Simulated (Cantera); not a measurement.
Cantera run:

```python
import numpy as np
import cantera as ct

gas_names = """
    Cu CuO Cu2 H HO2 H2 H2O H2O2 O OH O2 O3
""".split()
cond_names = """
    Cu(cr) Cu(L) CuO(s) CuO2H2(s) Cu2O(s) Cu2O(L) H2O(s) H2O(L)
""".split()


def load(file, names, dense=False):
    # The tables refer to 1 bar. Condensed volumes are neglected.
    table = {s.name: s for s in ct.Species.list_from_file(file)}
    out = []
    for n in names:
        d = dict(table[n].input_data)
        d["thermo"] = dict(d["thermo"], **{"reference-pressure": 1e5})
        if dense:
            d["equation-of-state"] = {"model": "constant-volume", "density": "1e6 g/cm^3"}
        out.append(ct.Species.from_dict(d))
    return out


gas = ct.Solution(thermo="ideal-gas", species=load("nasa_gas.yaml", gas_names))
cond = {s.name: ct.Solution(thermo="fixed-stoichiometry", species=[s], name=s.name)
        for s in load("nasa_condensed.yaml", cond_names, dense=True)}
atoms = {
    'CuO': {'Cu': 1, 'O': 1},
    'H2': {'H': 2},
    'H2O': {'H': 2, 'O': 1},
}
top_T = {'CuO(s)': 1390}  # K; cautious upper limits of use, not melting points


def equilibrate(T, P, feed):
    n = {}
    for name, mol in feed.items():
        for a, k in atoms[name].items():
            n[a] = n.get(a, 0.0) + k * mol
    gas.TPX = T, P, n
    mass = sum(n.values()) * gas.mean_molecular_weight
    gas.equilibrate("TP")
    valid = [c for c in cond.values() if c.min_temp <= T <= top_T.get(c.name, c.max_temp)]
    mix = ct.Mixture([(gas, mass / gas.mean_molecular_weight)] + [(c, 0.0) for c in valid])
    mix.T, mix.P = T, P
    mix.equilibrate("TP", solver="vcs", rtol=1e-11, max_steps=5000)
    return mix


results = []
feed = {'CuO': 1, 'H2': 2000, 'H2O': 1.1}  # mol
P = 5500  # Pa
for T in [698, 798, 898, 998, 1098, 1198, 1298, 1398, 1498, 1598, 1698, 1798, 1898]:
    mix = equilibrate(T, P, feed)
    results.append((T, P, feed, dict(zip(mix.species_names, mix.species_moles))))

top = {s: max(r[3][s] / sum(r[3][g] for g in gas_names) for r in results) for s in gas_names}
cols = sorted((s for s in top if top[s] > 1e-06), key=lambda s: -top[s])[:7]
seen = [c for c in cond_names if any(r[3].get(c, 0) > 1e-12 for r in results)]
print("log10 of partial pressures in bar; condensed amounts in mol")
print(f"{'T/K':>10s}" + "".join(f"{s[:9]:>10s}" for s in cols + seen))
for T, P, feed, n in results:
    ng = sum(n[g] for g in gas_names)
    print(f"{T:10.4g}" + "".join(f"{np.log10(max(n[s] / ng * P / 1e5, 1e-99)):10.3f}" for s in cols)
          + "".join(f"{n.get(c, 0):10.4g}" for c in seen))
```

Result:

```
log10 of partial pressures in bar; condensed amounts in mol
       T/K        H2         H       H2O        Cu    Cu(cr)     Cu(L)
       698    -1.260   -14.274    -4.239   -18.370         1         0
       798    -1.260   -12.204    -4.239   -15.226         1         0
       898    -1.260   -10.591    -4.239   -12.788         1         0
       998    -1.260    -9.297    -4.239   -10.842         1         0
      1098    -1.260    -8.237    -4.239    -9.254         1         0
      1198    -1.260    -7.351    -4.239    -7.935    0.9996         0
      1298    -1.260    -6.600    -4.239    -6.822    0.9945         0
      1398    -1.260    -5.955    -4.239    -5.887         0    0.9528
      1498    -1.260    -5.395    -4.239    -5.100         0    0.7104
      1598    -1.260    -4.904    -4.239    -4.562         0         0
      1698    -1.261    -4.470    -4.239    -4.561         0         0
      1798    -1.261    -4.084    -4.239    -4.562         0         0
      1898    -1.262    -3.738    -4.240    -4.562         0         0
```

Method: chemical equilibrium by Gibbs-energy minimisation in Cantera with the NASA 1993 tables (ideal gas, pure condensed phases).
